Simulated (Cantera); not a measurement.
Input: 1 mol Si, 0.18 mol CO2, 150 mol N2, held at 0.000825 Torr.

These are equilibrium values from Cantera (NASA tables, ideal gas, pure condensed phases), not measurements of a reactor. Candidate condensed phases: C, Si, SiC, SiO2, Si2N2O, Si3N4; 34 gas species. N2 is the only nitrogen source here; it is nearly inert below about 1500 K, so the nitride shown seldom forms there in practice. Mutual solubility and eutectic melting of coexisting phases are not modelled. The numbers say what is thermodynamically allowed, not how fast it happens.

log p: log10 of the partial pressure in bar; n: condensed amount in mol.

```tsv
T (°C)	log p N2	log p Si	log p SiO	log p CO	log p Si2C	n SiC(s)	n Si2N2O(s)	n Si3N4(s)	n Si(s)
775	-5.96	-17.30	-14.26	-11.59	<-17	0.180	0.360	0.0337	0
875	-5.96	(withheld)	(withheld)	(withheld)	<-17	0.178	0.358	0.0351	0
975	-5.96	-11.75	-9.60	-10.35	-15.62	0.174	0.319	0.0508	0
1075	-5.96	-9.73	-8.59	-10.42	-13.12	0.175	0	0	0.444
1175	-5.96	-8.53	-8.59	-10.24	-11.54	0.172	0	0	0.0711
1275	-5.96	-8.23	-8.87	-8.90	(withheld)	(withheld)	0	0	0
1375	-5.96	-8.22	-8.88	-8.88	-12.50	0	0	0	0
1475	-5.96	-8.22	-8.88	-8.88	-13.97	0	0	0	0
1575	-5.96	-8.22	-8.88	-8.88	-15.28	0	0	0	0
```

**Question.** What belongs in the gaps?

**Answer.** 
- 875, log p Si: -14.28
- 875, log p SiO: -11.72
- 875, log p CO: -10.91
- 1275, log p Si2C: -10.89
- 1275, n SiC(s): 0.00356
